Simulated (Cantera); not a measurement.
# Counterflow diffusion flame

A counterflow diffusion flame at 100000 Pa, nozzles 20 mm apart: fuel side CH4 = 1 (molar parts) at 575 K, oxidiser side O2 : N2 = 0.27 : 0.73 (molar parts) at 750 K, fuel mass flux 0.75 times the oxidiser's; mixture-averaged transport, no radiation.

Model: GRI-Mech 3.0 (53 species, 325 reactions), integrated in Cantera. GRI-Mech 3.0 has no aromatics or soot, which form on the fuel side of real flames. The maximum strain rate includes the flame's own expansion and is several times the mean.

```tsv
oxidiser flux (kg/m²/s)	max strain (1/s)	mean strain (1/s)	T max (K)	peak x OH	peak x H	peak x NO	peak x CO	peak x C2H2
0.25	255	54.7	2446	0.0175	0.00790	0.000837	0.101	0.0249
0.34	337	74.4	2423	0.0175	0.00823	0.000729	0.0994	0.0245
0.46	443	101	2402	0.0175	0.00851	0.000641	0.0973	0.0240
0.63	589	138	2385	0.0174	0.00882	0.000569	0.0951	0.0232
0.85	773	186	2372	0.0173	0.00913	0.000512	0.0932	0.0226
1.2	1060	263	2360	0.0172	0.00950	0.000454	0.0913	0.0218
1.6	1380	350	2347	0.0170	0.00975	0.000405	0.0898	0.0210
2.1	1770	460	2333	0.0166	0.00992	0.000358	0.0883	0.0201
2.9	2390	635	2315	0.0162	0.0101	0.000301	0.0868	0.0189
```
x: mole fraction; the columns are a selection and need not sum to one.
